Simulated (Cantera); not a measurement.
# Catalytic stagnation flow on Pt

A jet of 2.37 % H2, 19.7 % O2, 77.9 % N2 at 300 K and 5400 Pa hits a platinum plate 2.7 cm away at a mass flux of 0.19 kg/m²/s; the plate temperature is set and raised in steps from an oxygen-covered start.

Cantera simulation using Deutschmann's 1995 Pt surface mechanism with GRI-Mech 3.0 gas chemistry; the numbers are that mechanism's predictions, not measurements. Catalytic surfaces can have several steady states; this one follows from the mechanism file's or the stated starting coverage.

```
plate T (K)  wall x H2  wall x O2  wall x H2O  wall x OH  θ free Pt   θ O*    θ OH*
-----------  ---------  ---------  ----------  ---------  ---------  -----  -------
500            0.00668      0.179      0.0336      <1e-8     0.0547  0.933   0.0127
550            0.00665      0.179      0.0333      <1e-8     0.0578  0.935  0.00728
600            0.00663      0.179      0.0331      <1e-8     0.0608  0.935  0.00453
650            0.00660      0.179      0.0329      <1e-8     0.0639  0.933  0.00303
700            0.00644      0.179      0.0330      <1e-8     0.0687  0.929  0.00217
```
x: mole fraction at the wall; θ: surface coverage.
